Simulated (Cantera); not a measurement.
A freely propagating, adiabatic, planar premixed flame of H₂ : O₂ : N₂ = 1 : 0.595 : 2.24 (molar parts), equivalence ratio 0.84, unburnt at 498 K and 101000 Pa; mixture-averaged transport, grid criteria slope 0.08 and curve 0.16, no radiation.

Model: the H2/O2 subset of GRI-Mech 3.0, which has no nitrogen chemistry, integrated in Cantera. Burning velocities carry a grid error of a few per cent, more on coarse grids.

**Question.** How do the results move with these cheaper or finer settings: unity-Lewis-number transport; multicomponent transport; multicomponent+Soret transport; grid criteria slope 0.5, curve 1; grid criteria slope 0.25, curve 0.5; grid criteria slope 0.03, curve 0.06?

**Answer.** 
```
setting                               laminar burning velocity  thermal thickness  peak x(HO₂)  peak x(H)  grid points
------------------------------------  ------------------------  -----------------  -----------  ---------  -----------
as above                                              449 cm/s           0.416 mm     0.000379     0.0391          116
unity-Lewis-number transport                          322 cm/s           0.317 mm     0.000281     0.0475          105
multicomponent transport                              441 cm/s           0.413 mm     0.000380     0.0389          116
multicomponent+Soret transport                        411 cm/s           0.406 mm     0.000379     0.0370          116
grid criteria slope 0.5, curve 1                      547 cm/s           0.530 mm     0.000351     0.0417           38
grid criteria slope 0.25, curve 0.5                   474 cm/s           0.450 mm     0.000370     0.0400           51
grid criteria slope 0.03, curve 0.06                  442 cm/s           0.408 mm     0.000381     0.0389          247
```
Unity Lewis numbers drop preferential diffusion, which matters most where H2 and H carry the flame; Soret adds thermal diffusion.
